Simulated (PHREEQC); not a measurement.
Solution (25 °C): 0.003 mol/kgw ZnSO4 and 0.039 mol/kgw H3BO3. Closed to the air; pH follows from the charge balance.

Equilibrium calculation in PHREEQC: ion-association model, phreeqc.dat.

| quantity | before | after |
|---|---|---|
| pH | 5.34 | 5.33 |
| ionic strength (mol/kgw) | 0.00955 | 0.00221 |
| SO4-2 (mol/kgw) | 0.00237 | 0.000552 |
| HSO4- (mol/kgw) | 7.92e-7 | 2.16e-7 |

### Question
Which change was made?
(A) ZnSO4 from 0.003 to 0.0027 mol/kgw
(B) 0.018 mol/kgw HF added
(C) H3BO3 left out
(D) ZnSO4 from 0.003 to 0.0006 mol/kgw
(E) H3BO3 from 0.039 to 0.0585 mol/kgw

### Answer
D, ZnSO4 from 0.003 to 0.0006 mol/kgw

This is a speciation only: nothing precipitates in the calculation.
